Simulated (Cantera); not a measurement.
An isothermal, constant-pressure homogeneous reactor starts with C₃H₈ : H₂ = 1 : 37 (molar parts), at 1350 K and 0.0133 bar.

Cantera simulation using GRI-Mech 3.0 (53 species, 325 reactions); the numbers are that mechanism's predictions, not measurements. GRI-Mech 3.0 was tuned for natural gas; its chemistry of propane as a main component is partial and can be far from experiment. GRI-Mech 3.0 stops at C3 and has no aromatics, soot or wall deposition, so with more carbon than oxygen in the feed, carbon stays in small species such as C2H2 where larger ones or solid carbon would form. Radical loss at walls, strong at low pressure, is not modelled.

One state of this run: x C₃H₈ = 4.07e-10; x H₂ = 0.949; x H = 1.48e-5; x CH₄ = 0.0268; x CH₃ = 8.29e-6; x C₂H = 1.44e-10; x C₂H₆ = 2.93e-6. x: mole fraction; the columns are a selection and need not sum to one.

**Question.** Which value of t (s) does it belong to?
A. 30.0
B. 0.519
C. 2.01
D. 0.00232

**Answer.** B, 0.519
